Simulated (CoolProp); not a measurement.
Properties of C3F8 (R218) along the isobar 29.3 bar (Tc = 345.0 K, pc = 26.40 bar, ω = 0.317).

Values from CoolProp's reference Helmholtz-energy equation of state, Lemmon 2006. It is a short technical equation, of lower accuracy than the large ones.

```csv
T (K),phase,cp (kJ/(kg K)),speed of sound (m/s),Joule-Thomson coefficient (K/MPa),isothermal compressibility (1/MPa),viscosity (µPa s)
272.7,liquid,1.051,420.7,-0.1217,0.005373,266
289.4,liquid,1.101,356.7,0.01490,0.007954,208
306.1,liquid,1.166,291.4,0.2431,0.01300,162
322.9,liquid,1.275,221.3,0.7155,0.02592,123
339.6,liquid,1.606,137.5,2.349,0.09387,83.8
356.3,supercritical,1.970,71.25,14.99,1.077,24.5
373.1,supercritical,1.242,89.94,10.33,0.6044,20.9
389.8,supercritical,1.121,101.7,7.976,0.5013,20.2
406.5,supercritical,1.078,110.7,6.507,0.4529,20.2
423.3,supercritical,1.062,118.1,5.478,0.4241,20.5
440,supercritical,1.057,124.5,4.718,0.4051,20.9
```

The peak of cp marks the crossing from liquid-like to gas-like fluid above the critical point.

Viscosity comes from a separate model (Huber 2003), an estimate that may be off by 10 % or more.
